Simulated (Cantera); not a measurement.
A closed system holds: 1 mol borazine, 1.9 mol H₂O, 1.6 mol H₂, 1.4 mol O₂, at 1048.15 K and 90.0 Torr.

Cantera equilibrium calculation (NASA polynomials, part measured and part estimated; ideal gas, pure solids and liquids). Candidate condensed phases: B, BN, B₂O₃, B₃O₃H₃, H₂O; 39 gas species. The feed counts by its element totals alone. Gases not in the tables: H₃BO₃. Rates play no part.

Base state: H₂ 0.787, N₂ 0.187, H₂O 0.0249, HBO₂ 3.12e-5, (HBO₂)₃ 3.01e-5, NH₃ 1.56e-5 (mole fractions); condensed: B₂O₃(l).

Q: What changes in the equilibrium state with this change: temperature from 1048.15 K to 2175 K?

A: 
| species | before | after |
|---|---|---|
| H₂ | 0.787 | 0.597 |
| N₂ | 0.187 | 0.156 |
| HBO₂ | 3.12e-5 | 0.0833 |
| B₂O₃ | <1e-9 | 0.0821 |
| HBO | 9.52e-9 | 0.0424 |
| H | 1.99e-8 | 0.0109 |
| H₂O | 0.0249 | 0.0114 |
| BO | <1e-9 | 0.00958 |
| B₂O₂ | <1e-9 | 0.00643 |
| BO₂ | <1e-9 | 0.000246 |
| B₂O₃(l), mol | 1.50 | 0 |
